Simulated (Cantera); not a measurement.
Silicon epitaxy and polysilicon growth: SiCl₄ + H₂

A closed system holds: 1 mol SiCl₄, 6 mol H₂, held at 0.00840 bar.

Equilibrium computed with Cantera from the NASA thermochemical tables; the gas is ideal and each condensed phase is pure. Candidate condensed phases: Si; 19 gas species. The tables' values for SiCl₃ are old estimates; treat these amounts as uncertain. Equilibrium is a limit: real reactors are often held back by kinetics, nucleation or transport.

```
T (K)   x H₂   x HCl  x SiCl₄  x SiCl₂  x SiCl₃  x SiHCl₃  x SiH₂Cl₂  n Si(s)
-----  -----  ------  -------  -------  -------  --------  ---------  -------
998    0.824  0.0369    0.115  0.00280  0.00363    0.0178   0.000296   0.0164
1048   0.810  0.0539    0.107  0.00668  0.00624    0.0164   0.000287   0.0307
1098   0.791  0.0747   0.0950   0.0143  0.00983    0.0147   0.000270   0.0377
1148   0.768  0.0982   0.0791   0.0275   0.0140    0.0124   0.000244   0.0295
1198   0.743   0.122   0.0598   0.0472   0.0179   0.00975   0.000208        0
1248   0.712   0.155   0.0416   0.0645   0.0193   0.00673   0.000148        0
1298   0.685   0.185   0.0259   0.0809   0.0187   0.00433   0.000102        0
1348   0.663   0.208   0.0144   0.0946   0.0165   0.00261    6.86e-5        0
```
x: gas mole fraction; n: condensed amount in mol.

From 998 K to 1148 K the condensed part is Si(s). From 1198 K to 1348 K nothing is condensed. The main Si-bearing gas is SiCl₄ at 998 K and SiCl₂ at 1348 K.
